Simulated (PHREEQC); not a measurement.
Dissolve 0.25 mol/kgw NH4Cl, 0.015 mol/kgw H3BO3 and 0.0038 mol/kgw LiOH at 50 °C. Closed to the air; pH follows from the charge balance.

Computed with PHREEQC (ion-association model, phreeqc.dat).

```
Item                         Result
--------------------  -------------
pH                             6.92
ionic strength        0.250 mol/kgw
activity of water             0.991
specific conductance    46600 µS/cm
density                 0.992 g/cm³
total alkalinity        3.80 meq/kg
```

```json
[
 {"species": "Cl-", "molality": "0.250", "activity": "0.172", "log γ": "-0.162"},
 {"species": "NH4+", "molality": "0.246", "activity": "0.160", "log γ": "-0.189"},
 {"species": "H3BO3", "molality": "0.0148", "activity": "0.0157", "log γ": "0.025"},
 {"species": "Li+", "molality": "0.00380", "activity": "0.00279", "log γ": "-0.134"},
 {"species": "NH3", "molality": "0.00364", "activity": "0.00386", "log γ": "0.025"},
 {"species": "H2BO3-", "molality": "0.000159", "activity": "0.000115", "log γ": "-0.138"},
 {"species": "OH-", "molality": "6.70e-7", "activity": "4.54e-7", "log γ": "-0.169"},
 {"species": "H+", "molality": "1.53e-7", "activity": "1.20e-7", "log γ": "-0.107"}
]
```

Precipitation was switched off in this run. Constants without temperature data keep their 25 °C values here.
